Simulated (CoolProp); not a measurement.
Vapour-liquid equilibrium of C2F6 (R116) (1) + propane (2) at 3.58 bar; x and y are mole fractions of (1).

The numbers come from the multi-fluid Helmholtz-energy mixture model, Lemmon 2006 and Lemmon 2009; pair parameters Bell 2016 in CoolProp.

### Question
Give the bubble temperature and the first vapour's composition at x = 0.15, 0.45, 0.95. Is there an azeotrope?

### Answer
x = 0.15: 230.7 K, y = 0.730; x = 0.45: 225.4 K, y = 0.799; x = 0.95: 222.4 K, y = 0.956. No azeotrope shows between x = 0.05 and 0.95.

Pair parameters are fitted to limited data, so mixtures are less certain than the pure fluids. With so large a gap from Raoult's law the liquid may split in two, which this calculation doesn't test in full.
